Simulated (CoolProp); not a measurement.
Vapour-liquid equilibrium of R227EA (1) + isobutene (2) at 0.353 MPa; x and y are mole fractions of (1).

The numbers come from the multi-fluid Helmholtz-energy mixture model, Lemmon 2016 and Lemmon 2005; pair parameters Bell 2016 in CoolProp.

### Question
Give the bubble temperature and the first vapour's composition at x = 0.35, 0.725, 0.875. Is there an azeotrope?

### Answer
x = 0.35: 288.6 K, y = 0.498; x = 0.725: 287.1 K, y = 0.702; x = 0.875: 288.1 K, y = 0.834. y crosses x between x = 0.65 and 0.725: the model has an azeotrope there.

Pair parameters are fitted to limited data, so mixtures are less certain than the pure fluids.
